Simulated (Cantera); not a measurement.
A perfectly stirred reactor is fed with CH4 : O2 : N2 : H2O = 1 : 2.7 : 10.2 : 2.5 (molar parts), equivalence ratio 0.74, at 5.00 bar; it is adiabatic with a 475 K inlet, and is followed from long to short residence time, starting on the burning branch (τ in s: 0.13, 0.066, 0.033, 0.017, 0.0087, 0.0044, 0.0023, 0.0012, 0.00059, 0.0003, 0.00015, 7.8e-05).

Cantera simulation using GRI-Mech 3.0 (53 species, 325 reactions); the numbers are that mechanism's predictions, not measurements.

x: mole fraction; the columns are a selection and need not sum to one.

```tsv
τ (s)	T (K)	x CH4	x O2	x H2O	x NO	x CH3	x O
0.13	1788	5.58e-6	0.0426	0.274	8.37e-6	1.26e-6	1.42e-5
0.066	1787	9.63e-6	0.0426	0.274	6.07e-6	2.23e-6	1.73e-5
0.033	1785	1.62e-5	0.0427	0.274	4.93e-6	3.86e-6	2.27e-5
0.017	1783	2.61e-5	0.0428	0.274	4.45e-6	6.37e-6	3.06e-5
0.0087	1780	4.17e-5	0.0429	0.273	4.28e-6	1.03e-5	4.27e-5
0.0044	1775	6.72e-5	0.0432	0.273	4.23e-6	1.67e-5	6.06e-5
0.0023	1768	0.000107	0.0436	0.273	4.15e-6	2.63e-5	8.45e-5
0.0012	1756	0.000177	0.0444	0.272	3.94e-6	4.17e-5	0.000116
0.00059	1735	…	0.0459	0.270	…	…	0.000153
0.00030	1681	0.000838	0.0501	0.268	1.88e-6	0.000147	0.000153
0.00015	475	0.0610	0.165	0.152	<1e-12	<1e-12	<1e-12
7.8e-5	475	0.0610	0.165	0.152	<1e-12	<1e-12	<1e-12
```

Some entries are withheld; supply them.


- 0.00059, x CH4: 0.000330
- 0.00059, x NO: 3.39e-6
- 0.00059, x CH3: 7.16e-5
